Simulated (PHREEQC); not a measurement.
Consider water at 25 °C with 0.024 mol/kgw CdCl2, 0.00011 mol/kgw CaCl2, 0.032 mol/kgw H2SO4 and 0.055 mol/kgw NaCl. Closed to the air; pH follows from the charge balance.

Computed with PHREEQC (ion-association model, phreeqc.dat).

Problem. The ionic strength comes out as 0.142 mol/kgw. What activity coefficients do CdCl3-, Cd+2, CdCl+, NaSO4-, Cl- get?

Solution. CdCl3- 0.76, Cd+2 0.34, CdCl+ 0.76, NaSO4- 0.77, Cl- 0.74.

This is a speciation only: nothing precipitates in the calculation.
